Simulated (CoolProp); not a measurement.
Values from CoolProp's reference Helmholtz-energy equation of state, Thol 2016.

Task: For R1234ze(E), give the phase and the conductivity (mW/(m K)) at 279.2 K and 2.58 bar; 359.7 K and 2.58 bar; 399.9 K and 2.58 bar.

Result: 
- 279.2 K and 2.58 bar: gas; conductivity 12.1
- 359.7 K and 2.58 bar: gas; conductivity 18.9
- 399.9 K and 2.58 bar: gas; conductivity 22.2

Thermal conductivity comes from a separate model (Perkins 2011).
